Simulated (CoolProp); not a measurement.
The fluid at 334.65 K and 9.52 MPa (liquid) is heated at constant pressure to 472.1 K. The same conditions are run with several fluids, on thermodynamics alone (safety and materials aside).

Model: reference Helmholtz-energy equation of state of each fluid (sulfur dioxide: Gao 2016; R115: Lemmon 2016; o-xylene: Zhou 2012; carbonyl sulfide: Lemmon 2006), in CoolProp.

Task: Rank sulfur dioxide, R115, o-xylene, carbonyl sulfide by heat (kJ/kg), highest first.

Result: sulfur dioxide (336), o-xylene (289), carbonyl sulfide (280), R115 (169)

| fluid | final phase | final density (kg/m³) |
|---|---|---|
| sulfur dioxide | supercritical | 251 |
| R115 | supercritical | 515 |
| o-xylene | liquid | 733 |
| carbonyl sulfide | supercritical | 200 |
